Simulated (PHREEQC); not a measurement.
Make-up at 25 °C: 76 mmol/kgw H3BO3. Closed to the air; pH follows from the charge balance.

Computed with PHREEQC (ion-association model, phreeqc.dat).

| Property | Value |
|---|---|
| pH | 5.18 |
| ionic strength | 6.63e-6 mol/kgw |

```tsv
species	molality	activity	log γ
H3BO3	0.0760	0.0760	0.000
H+	6.63e-6	6.61e-6	-0.001
H2BO3-	6.63e-6	6.61e-6	-0.001
OH-	1.53e-9	1.53e-9	-0.001
```

No solid was allowed to form.
